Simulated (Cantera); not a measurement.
An adiabatic, constant-volume homogeneous reactor starts with CH₄ : O₂ : N₂ = 1 : 2.22 : 8.36 (molar parts), equivalence ratio 0.90, at 1048 K and 5.00 bar. Integrator tolerance rtol = 1e-08.

Model: GRI-Mech 3.0 (53 species, 325 reactions), integrated in Cantera.

```tsv
quantity	before	after
time of steepest temperature rise	77.7 ms	0.365 s
temperature at 5.00 s	2840 K	1636 K
equilibrium temperature	2840 K	1621 K
x(CH₄) at 5.00 s	<1e-12 (gas-phase equilibrium <1e-12)	0.00190 (gas-phase equilibrium 4.28e-7)
x(O₂) at 5.00 s	0.0223 (gas-phase equilibrium 0.0223)	1.19e-12 (gas-phase equilibrium <1e-12)
x(CH₂O) at 5.00 s	8.17e-10 (gas-phase equilibrium 8.17e-10)	5.22e-8 (gas-phase equilibrium 4.06e-8)
x(CO₂) at 5.00 s	0.0639 (gas-phase equilibrium 0.0639)	0.00803 (gas-phase equilibrium 0.00763)
x(C₂H₂) at 5.00 s	<1e-12 (gas-phase equilibrium <1e-12)	0.000340 (gas-phase equilibrium 1.51e-11)
x(HCN) at 5.00 s	1.91e-9 (gas-phase equilibrium 1.91e-9)	1.66e-7 (gas-phase equilibrium 1.82e-6)
x(CO) at 5.00 s	0.0207 (gas-phase equilibrium 0.0207)	0.0778 (gas-phase equilibrium 0.0804)
```

Question: Which change was made?
A) initial temperature 1048 to 1625 K
B) N2 8.36 to 12 parts
C) O2 2.22 to 0.77 parts
D) O2 2.22 to 1.7 parts

Answer: C, O2 2.22 to 0.77 parts
